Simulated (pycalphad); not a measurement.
CALPHAD calculation (pycalphad, COST 507 light-alloy database (1999)), 1 atm. The data set is of 1999 and partly superseded. Phase fractions are per mole of atoms. Diffusion is slow at the low end, where real alloys seldom reach equilibrium.

### Question
Give the equilibrium state of Si-85.72V (wt.%) at 257 °C.

### Answer
```
T = 530.00 K, P = 101325 Pa, N = 1 mol of atoms
G = -58155 J/mol, H = -37749 J/mol, S = 38.50 J/(mol K)  (SER reference)
chemical potentials (J/mol): Si -190372, V -18215
phase             fraction      x(Si)       x(V)
SIV3                0.9350     0.2481     0.7519
BCC_A2              0.0650   1.71e-05     1.0000
```

Database names, with the compositions (at.%) that they take in these runs: SIV3: V 75-77 Si 23-25. BCC_A2 is bcc.
